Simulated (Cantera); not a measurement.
An isothermal, constant-pressure homogeneous reactor starts with C₂H₆ : N₂ = 1 : 130 (molar parts), at 1773 K and 340 Pa. Integrator tolerance rtol = 1e-08.

Model: GRI-Mech 3.0 (53 species, 325 reactions), integrated in Cantera. GRI-Mech 3.0 stops at C3 and has no aromatics, soot or wall deposition, so with more carbon than oxygen in the feed, carbon stays in small species such as C2H2 where larger ones or solid carbon would form. Radical loss at walls, strong at low pressure, is not modelled.

```csv
quantity,before,after
x(C₂H₆) at 1.00 s,8.87e-10 (gas-phase equilibrium <1e-12),2.58e-10 (gas-phase equilibrium <1e-12)
x(CH₃) at 1.00 s,3.24e-5 (gas-phase equilibrium 8.22e-9),2.41e-5 (gas-phase equilibrium 8.28e-9)
x(CH₂) at 1.00 s,5.11e-7 (gas-phase equilibrium 3.66e-10),5.12e-7 (gas-phase equilibrium 5.99e-10)
x(H₂) at 1.00 s,0.0147 (gas-phase equilibrium 0.0147),0.0148 (gas-phase equilibrium 0.0146)
x(C₂H) at 1.00 s,8.78e-7 (gas-phase equilibrium 1.72e-7),1.40e-6 (gas-phase equilibrium 3.16e-7)
x(HCN) at 1.00 s,0.000109 (gas-phase equilibrium 0.0139),0.000147 (gas-phase equilibrium 0.0140)
```

### Question
Name the change that produced these shifts.
A) temperature 1773 to 1150 K
B) pressure from 340 Pa to 100 Pa
C) pressure from 340 Pa to 23.0 Pa
D) temperature 1773 to 1825 K

### Answer
D, temperature 1773 to 1825 K
